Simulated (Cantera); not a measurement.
**Adiabatic ignition**

An adiabatic, constant-volume homogeneous reactor starts with CH4 : H2 : O2 : N2 = 1 : 0.1 : 1.08 : 4.06 (molar parts), equivalence ratio 1.9, at 1498 K and 4.30 bar.

Detailed kinetics in Cantera: GRI-Mech 3.0 (53 species, 325 reactions).

```csv
t (s),T (K),P (bar),x CH4,x H2,x O2,x HO2,x C2H2,x CH3,x NO
3.00e-6,1498,4.30,0.160,0.0160,0.173,1.57e-6,<1e-12,3.36e-6,<1e-12
8.50e-6,1498,4.30,0.160,0.0160,0.173,3.85e-6,<1e-12,1.27e-5,<1e-12
2.41e-5,1498,4.30,0.160,0.0160,0.173,7.06e-6,3.77e-11,6.37e-5,<1e-12
6.82e-5,1501,4.31,0.159,0.0160,0.173,1.17e-5,1.39e-8,0.000217,<1e-12
0.000193,1531,4.39,0.154,0.0167,0.169,4.71e-5,2.03e-6,0.000417,1.09e-11
0.000548,2872,9.55,2.02e-10,0.143,8.20e-5,1.91e-7,<1e-12,2.97e-10,0.000656
0.00155,2872,9.55,2.02e-10,0.143,8.18e-5,1.91e-7,<1e-12,2.98e-10,0.000679
0.00440,2872,9.55,2.02e-10,0.143,8.18e-5,1.91e-7,<1e-12,2.98e-10,0.000679
0.0125,2872,9.55,2.02e-10,0.143,8.18e-5,1.91e-7,<1e-12,2.98e-10,0.000679
0.0353,2872,9.55,2.02e-10,0.143,8.18e-5,1.91e-7,<1e-12,2.98e-10,0.000679
0.100,2872,9.55,2.02e-10,0.143,8.18e-5,1.91e-7,<1e-12,2.98e-10,0.000679
```
x: mole fraction; the columns are a selection and need not sum to one.

* **time of steepest temperature rise**: 0.306 ms
* **temperature at 0.100 s**: 2872 K
* **equilibrium temperature**: 2872 K
* **x(CH4) at 0.100 s**: 2.02e-10 (gas-phase equilibrium 2.28e-10)
* **x(H2) at 0.100 s**: 0.143 (gas-phase equilibrium 0.143)
* **x(O2) at 0.100 s**: 8.18e-5 (gas-phase equilibrium 8.18e-5)
